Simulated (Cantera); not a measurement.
A Cantera script and what it prints.

```python
import numpy as np
import cantera as ct

gas_names = """
    H H2 Pb Pb2
""".split()
cond_names = """
    Pb(cr) Pb(L)
""".split()


def load(file, names, dense=False):
    # The tables refer to 1 bar. Condensed volumes are neglected.
    table = {s.name: s for s in ct.Species.list_from_file(file)}
    out = []
    for n in names:
        d = dict(table[n].input_data)
        d["thermo"] = dict(d["thermo"], **{"reference-pressure": 1e5})
        if dense:
            d["equation-of-state"] = {"model": "constant-volume", "density": "1e6 g/cm^3"}
        out.append(ct.Species.from_dict(d))
    return out


gas = ct.Solution(thermo="ideal-gas", species=load("nasa_gas.yaml", gas_names))
cond = {s.name: ct.Solution(thermo="fixed-stoichiometry", species=[s], name=s.name)
        for s in load("nasa_condensed.yaml", cond_names, dense=True)}
atoms = {
    'Pb': {'Pb': 1},
    'H2': {'H': 2},
}
top_T = {}  # K; cautious upper limits of use, not melting points


def equilibrate(T, P, feed):
    n = {}
    for name, mol in feed.items():
        for a, k in atoms[name].items():
            n[a] = n.get(a, 0.0) + k * mol
    gas.TPX = T, P, n
    mass = sum(n.values()) * gas.mean_molecular_weight
    gas.equilibrate("TP")
    valid = [c for c in cond.values() if c.min_temp <= T <= top_T.get(c.name, c.max_temp)]
    mix = ct.Mixture([(gas, mass / gas.mean_molecular_weight)] + [(c, 0.0) for c in valid])
    mix.T, mix.P = T, P
    mix.equilibrate("TP", solver="vcs", rtol=1e-11, max_steps=5000)
    return mix


results = []
feed = {'Pb': 1, 'H2': 0.15}  # mol
T = 1575  # K
for P in [10, 36, 130, 460, 1700, 6000, 22000, 77000, 280000, 1000000]:
    mix = equilibrate(T, P, feed)
    results.append((T, P, feed, dict(zip(mix.species_names, mix.species_moles))))

top = {s: max(r[3][s] / sum(r[3][g] for g in gas_names) for r in results) for s in gas_names}
cols = sorted((s for s in top if top[s] > 0.001), key=lambda s: -top[s])[:8]
seen = [c for c in cond_names if any(r[3].get(c, 0) > 1e-12 for r in results)]
print("log10 of partial pressures in bar; condensed amounts in mol")
print(f"{'P/Pa':>10s}" + "".join(f"{s[:9]:>10s}" for s in cols + seen))
for T, P, feed, n in results:
    ng = sum(n[g] for g in gas_names)
    print(f"{P:10.4g}" + "".join(f"{np.log10(max(n[s] / ng * P / 1e5, 1e-99)):10.3f}" for s in cols)
          + "".join(f"{n.get(c, 0):10.4g}" for c in seen))
```

It prints:

```
log10 of partial pressures in bar; condensed amounts in mol
      P/Pa        H2        Pb         H     Pb(L)
        10    -4.887    -4.061    -6.825         0
        36    -4.330    -3.505    -6.546         0
       130    -3.771    -2.947    -6.267         0
       460    -3.222    -2.398    -5.992         0
      1700    -2.654    -1.830    -5.709         0
      6000    -1.955    -1.311    -5.359    0.3382
   2.2e+04    -0.767    -1.311    -4.765    0.9571
   7.7e+04    -0.142    -1.311    -4.452    0.9898
   2.8e+05     0.439    -1.311    -4.162    0.9973
     1e+06     0.998    -1.311    -3.882    0.9993
```

Method: chemical equilibrium by Gibbs-energy minimisation in Cantera with the NASA 1993 tables (ideal gas, pure condensed phases).
